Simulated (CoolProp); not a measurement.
Properties of octamethylcyclotetrasiloxane (D4) at several states.

The numbers come from the reference Helmholtz-energy equation of state, Thol 2015 in CoolProp.

```tsv
T (K)	p (MPa)	phase	density (kg/m³)	cp (kJ/(kg K))	speed of sound (m/s)	expansivity (1/kK)	fugacity coefficient
482.5	4.93	liquid	746.6	2.045	462.3	1.684	0.06355
410.7	0.018	gas	1.592	1.583	(withheld)	2.600	0.9824
315.2	0.248	liquid	931.6	(withheld)	860.8	1.230	0.001818
603.4	3.24	supercritical	522.3	(withheld)	(withheld)	4.952	0.3935
352.3	0.0306	liquid	888.1	1.771	740.9	1.330	0.1127
513.4	7	liquid	720.1	2.098	434.7	1.686	0.09288
```

Q: Complete the blanks.

A: 
- 410.7, speed of sound (m/s): 106.4
- 315.2, cp (kJ/(kg K)): 1.699
- 603.4, cp (kJ/(kg K)): 2.407
- 603.4, speed of sound (m/s): 171.2
